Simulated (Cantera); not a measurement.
A perfectly stirred reactor is fed with NO : N2 = 1 : 9.3 (molar parts), at 1.00 atm; it is held at 2000 K, and followed from long to short residence time.

Computed with Cantera and GRI-Mech 3.0 (53 species, 325 reactions).

Problem. What does this change do: temperature 2000 to 1523 K?

Solution. 
```
quantity                before    after
---------------------  -------  -------
x(NO) at τ = 0.440 s    0.0831   0.0970
x(N2O) at τ = 0.440 s  3.38e-6  3.06e-6
x(NO2) at τ = 0.440 s  2.85e-5  2.27e-5
x(N2) at τ = 0.440 s     0.910    0.903
x(O) at τ = 0.440 s    6.17e-5  1.24e-7
x(NO) at τ = 63.0 ms    0.0951   0.0971
x(N2O) at τ = 63.0 ms  4.38e-6  2.26e-6
x(NO2) at τ = 63.0 ms  1.80e-5  9.96e-6
x(N2) at τ = 63.0 ms     0.904    0.903
x(O) at τ = 63.0 ms    3.48e-5  6.00e-8
```

Problem. What does this change do: 0.12 parts H2O added?

Solution. 
```
quantity                before    after
---------------------  -------  -------
x(NO) at τ = 0.440 s    0.0831   0.0806
x(N2O) at τ = 0.440 s  3.38e-6  2.82e-6
x(NO2) at τ = 0.440 s  2.85e-5  2.68e-5
x(N2) at τ = 0.440 s     0.910    0.900
x(O) at τ = 0.440 s    6.17e-5  5.95e-5
x(NO) at τ = 63.0 ms    0.0951   0.0935
x(N2O) at τ = 63.0 ms  4.38e-6  3.66e-6
x(NO2) at τ = 63.0 ms  1.80e-5  1.25e-5
x(N2) at τ = 63.0 ms     0.904    0.894
x(O) at τ = 63.0 ms    3.48e-5  2.44e-5
```
